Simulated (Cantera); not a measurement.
**Si + NF3 + N2 (silicon etching in halogen gases)**

Input: 1 mol Si, 5.5 mol NF3, 0.86 mol N2, equilibrated at 100000 Pa.

Method: chemical equilibrium by Gibbs-energy minimisation in Cantera with the NASA 1993 tables (ideal gas, pure condensed phases). Candidate condensed phases: Si, Si3N4; 16 gas species. Rates play no part.

From 402 °C to 952 °C nothing is condensed. The main Si-bearing gas is SiF4 throughout.

| T (°C) | x NF3 | x F2 | x F | x N2 | x SiF4 |
|---|---|---|---|---|---|
| 402 | 0.607 | 0.0138 | 0.000101 | 0.231 | 0.148 |
| 452 | 0.580 | 0.0390 | 0.000461 | 0.235 | 0.145 |
| 502 | 0.522 | 0.0914 | 0.00169 | 0.245 | 0.140 |
| 552 | 0.426 | 0.177 | 0.00508 | 0.260 | 0.131 |
| 602 | 0.304 | 0.285 | 0.0127 | 0.279 | 0.119 |
| 652 | 0.186 | 0.383 | 0.0272 | 0.297 | 0.108 |
| 702 | 0.0995 | 0.444 | 0.0507 | 0.307 | 0.0989 |
| 752 | 0.0490 | 0.463 | 0.0850 | 0.310 | 0.0927 |
| 802 | 0.0232 | 0.450 | 0.132 | 0.307 | 0.0882 |
| 852 | 0.0107 | 0.415 | 0.191 | 0.299 | 0.0843 |
| 902 | 0.00486 | 0.366 | 0.261 | 0.288 | 0.0805 |
| 952 | 0.00215 | 0.307 | 0.338 | 0.276 | 0.0767 |
x: gas mole fraction; nothing condenses.
